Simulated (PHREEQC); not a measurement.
Make-up at 59 °C: 7.8 mmol/kgw Na2SO4, 2.4 mmol/kgw FeCl2 and 6.7 mmol/kgw MgCl2. Closed to the air; pH follows from the charge balance.

Computed with PHREEQC (ion-association model, phreeqc.dat).

```tsv
quantity	before	after
pH	5.85	6.43
ionic strength (mol/kgw)	0.0383	0.0325
SO4-2 (mol/kgw)	0.00461	0.00494
Mg+2 (mol/kgw)	0.00431	0.00407
MgSO4 (mol/kgw)	0.00239	0.00263
NaSO4- (mol/kgw)	0.000204	0.000229
SI of Halite (NaCl)	-5.31	-5.44
```

Q: Which change was made?
A) Na2SO4 from 0.0078 to 0.00702 mol/kgw
B) FeCl2 left out
C) diluted 2-fold with water
D) diluted 5-fold with water
E) FeCl2 from 0.0024 to 0.024 mol/kgw

A: B, FeCl2 left out

This is a speciation only: nothing precipitates in the calculation. Away from 25 °C the constants follow the database's enthalpies or fits; those with neither stay at their 25 °C values.
